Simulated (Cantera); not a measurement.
An adiabatic, constant-pressure homogeneous reactor starts with C3H8 : O2 : N2 = 1 : 6.17 : 23.2 (molar parts), equivalence ratio 0.81, at 1400 K and 3.06 atm.

Model: GRI-Mech 3.0 (53 species, 325 reactions), integrated in Cantera. GRI-Mech 3.0 was tuned for natural gas; its chemistry of propane as a main component is partial and can be far from experiment.

Q: Predict: time of steepest temperature rise; temperature at 4.00 s; equilibrium temperature; x(O2) at 4.00 s; x(NO2) at 4.00 s; x(H) at 4.00 s.

A: 
```
Property                                                             Value
---------------------------------  ---------------------------------------
time of steepest temperature rise                                 0.126 ms
temperature at 4.00 s                                               2708 K
equilibrium temperature                                             2708 K
x(O2) at 4.00 s                      0.0382 (gas-phase equilibrium 0.0382)
x(NO2) at 4.00 s                   7.18e-6 (gas-phase equilibrium 7.18e-6)
x(H) at 4.00 s                     0.00235 (gas-phase equilibrium 0.00235)
```
